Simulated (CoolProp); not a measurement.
Vapour-liquid equilibrium of n-hexane (1) + dimethyl carbonate (2) at 1.09 MPa; x and y are mole fractions of (1).

Model: multi-fluid Helmholtz-energy mixture model, Thol 2019 and Zhou 2011; pair parameters Bell 2016, in CoolProp.

Task: Give the bubble temperature and the first vapour's composition at x = 0.25, 0.45, 0.95. Is there an azeotrope?

Result: x = 0.25: 443.5 K, y = 0.400; x = 0.45: 438.8 K, y = 0.538; x = 0.95: 441.0 K, y = 0.928. y crosses x between x = 0.65 and 0.75: the model has an azeotrope there.

Pair parameters are fitted to limited data, so mixtures are less certain than the pure fluids.
